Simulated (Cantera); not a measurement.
**Thermodynamics of fluorocarbon and chlorocarbon gases, feed CHF3 + HCl**

Charge: 1 mol CHF3, 2.6 mol HCl, held at 2.50 mbar.

These are equilibrium values from Cantera (NASA tables, ideal gas, pure condensed phases), not measurements of a reactor. Candidate condensed phases: C, C6H6, C7H8, C8H18; 118 gas species. The tables' values for CCl are old estimates; treat these amounts as uncertain. Kinetics and transport are ignored.

From 2002 °C to 2602 °C the condensed part is C(graphite). From 2802 °C to 3202 °C nothing is condensed. The main C-bearing gas is CF at 2002 °C and C at 3202 °C.

```csv
T (°C),x HF,x Cl,x H,x F,x HCl,x C,x C3,n C(graphite)
2002,0.529,0.360,0.00585,0.00286,0.101,2.22e-6,4.19e-6,0.999
2202,0.511,0.375,0.0285,0.00711,0.0744,4.70e-5,0.000134,0.995
2402,0.469,0.388,0.0730,0.0219,0.0381,0.000630,0.00252,0.936
2602,0.373,0.367,0.131,0.0621,0.0157,0.00586,0.0310,0.219
2802,0.251,0.334,0.208,0.133,0.00655,0.0193,0.0293,0
3002,0.129,0.298,0.281,0.210,0.00267,0.0451,0.0151,0
3202,0.0517,0.273,0.324,0.259,0.00107,0.0752,0.00412,0
```
x: gas mole fraction; n: condensed amount in mol.
